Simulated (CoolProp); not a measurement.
A single-stage vapour-compression cycle with R404A: evaporating at 276.15 K (dew point), condensing at 303.15 K (bubble point), superheat 10 K, subcooling 5 K, compressor efficiency 0.7, no pressure losses. Each further row changes one setting.

Computed with CoolProp (reference Helmholtz-energy equation of state, Lemmon 2003). It is a pseudo-pure fit of the blend.

```
case                              cooling COP  pressure ratio  discharge temperature (K)  refrigerating effect (kJ/kg)  volumetric capacity (kJ/m³)
--------------------------------  -----------  --------------  -------------------------  ----------------------------  ---------------------------
as stated                                6.09            2.16                      322.0                           141                         4440
evaporating temperature 281.15 K         7.76            1.86                      320.3                           144                         5270
condensing temperature 298.15 K          7.70            1.90                      315.8                           149                         4680
subcooling 10 K                          6.42            2.16                      322.0                           149                         4680
superheat 20 K                           6.14            2.16                      332.1                           151                         4490
compressor efficiency 0.6                5.22            2.16                      325.4                           141                         4440
```
